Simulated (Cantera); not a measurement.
An isothermal, constant-pressure homogeneous reactor starts with NH₃ : N₂ : H₂ = 1 : 0.48 : 0.0049 (molar parts), at 2400 K and 1430 Torr.

Computed with Cantera and the gas-phase N/H chemistry of the illustrative SiF4/NH3 mechanism in the Surface Chemkin manual (1991). Walls and surfaces, which speed up NH3 decomposition in real reactors, are not modelled.

x: mole fraction; the columns are a selection and need not sum to one.

```
t (s)        x NH₃   x N₂    x N₂H₄       x H    x N₂H₂
--------  --------  -----  --------  --------  --------
0.000100     0.532  0.337   1.25e-6  0.000353         …
0.000363     0.308  0.361   4.78e-7  0.000940         …
0.00132     0.0628  0.387   5.02e-8   0.00247         …
0.00477   0.000697  0.393  6.17e-11   0.00851         …
0.0173     5.95e-5  0.393    <1e-12   0.00898  4.91e-11
0.0628     1.46e-5  0.393    <1e-12   0.00899  1.28e-11
0.228      6.78e-6  0.393    <1e-12   0.00899  1.10e-11
0.827      6.41e-6  0.393    <1e-12   0.00899  1.10e-11
3.00       6.41e-6  0.393    <1e-12   0.00899  1.10e-11
```

**Question.** Complete the blanks.

**Answer.** 
- 0.000100, x N₂H₂: 1.88e-5
- 0.000363, x N₂H₂: 8.81e-6
- 0.00132, x N₂H₂: 1.37e-6
- 0.00477, x N₂H₂: 4.55e-9
